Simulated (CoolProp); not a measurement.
Values from CoolProp's reference Helmholtz-energy equation of state, Thol 2016.

For R1234ze(E), give the phase and the density (kg/m³), speed of sound (m/s), Prandtl number at 217.3 K and 14.4 MPa; 387.2 K and 14.4 MPa.


- 217.3 K and 14.4 MPa: liquid; density 1410, speed of sound 957, Prandtl number 7.55
- 387.2 K and 14.4 MPa: supercritical; density 960, speed of sound 377, Prandtl number 2.48

Viscosity comes from a separate model (Bell 2016), an estimate that may be off by 10 % or more. Thermal conductivity comes from a separate model (Perkins 2011).
